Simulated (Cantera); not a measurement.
Charge: 1 mol CH3OH, 4.8 mol CO2, a varied amount of H2, at 2277 °C and 2.30 mbar.

Equilibrium computed with Cantera from the NASA thermochemical tables; the gas is ideal and each condensed phase is pure. Candidate condensed phases: C, C6H6, C7H8, C8H18, H2O; 110 gas species. The numbers say what is thermodynamically allowed, not how fast it happens.

Question: At 18 mol H2, list the 4 most abundant gas species with their mole fractions, and the condensed phases.

Answer: H 0.368, H2 0.320, CO 0.169, H2O 0.0930. Condensed: gas only.
